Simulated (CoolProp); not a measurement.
c-C4F8 (RC318) along the isobar 0.217 MPa: Z from the reference equation and from simpler models built on Tc = 388.4 K, pc = 2.778 MPa, ω = 0.355; each cubic takes its own stable root.

Model: reference Helmholtz-energy equation of state, Platzer 1990, in CoolProp. This equation is an older, rougher fit; its heat capacities, sound speeds and derivatives of the liquid may be far off and weren't checked against measurements.

```json
[
 {"T (K)": "242.3", "phase": "liquid", "reference": "0.01267", "van der Waals": "0.9257", "Peng-Robinson": "0.01189"},
 {"T (K)": "262.1", "phase": "liquid", "reference": "0.01219", "van der Waals": "0.9386", "Peng-Robinson": "0.01142"},
 {"T (K)": "281.9", "phase": "liquid", "reference": "0.01186", "van der Waals": "0.9484", "Peng-Robinson": "0.01113"},
 {"T (K)": "301.7", "phase": "gas", "reference": "0.9357", "van der Waals": "0.9562", "Peng-Robinson": "0.9321"},
 {"T (K)": "321.6", "phase": "gas", "reference": "0.9489", "van der Waals": "0.9625", "Peng-Robinson": "0.9445"},
 {"T (K)": "341.4", "phase": "gas", "reference": "0.9586", "van der Waals": "0.9675", "Peng-Robinson": "0.9541"},
 {"T (K)": "361.2", "phase": "gas", "reference": "0.9661", "van der Waals": "0.9717", "Peng-Robinson": "0.9617"},
 {"T (K)": "381", "phase": "gas", "reference": "0.9719", "van der Waals": "0.9752", "Peng-Robinson": "0.9679"},
 {"T (K)": "400.9", "phase": "gas", "reference": "0.9766", "van der Waals": "0.9781", "Peng-Robinson": "0.9730"},
 {"T (K)": "420.7", "phase": "gas", "reference": "0.9803", "van der Waals": "0.9806", "Peng-Robinson": "0.9772"},
 {"T (K)": "440.5", "phase": "gas", "reference": "0.9834", "van der Waals": "0.9828", "Peng-Robinson": "0.9806"},
 {"T (K)": "460.3", "phase": "gas", "reference": "0.9859", "van der Waals": "0.9846", "Peng-Robinson": "0.9835"},
 {"T (K)": "480.2", "phase": "gas", "reference": "0.9881", "van der Waals": "0.9862", "Peng-Robinson": "0.9860"},
 {"T (K)": "500", "phase": "gas", "reference": "0.9899", "van der Waals": "0.9876", "Peng-Robinson": "0.9881"}
]
```

At some of these states van der Waals gives the other phase, because its saturation line lies elsewhere.
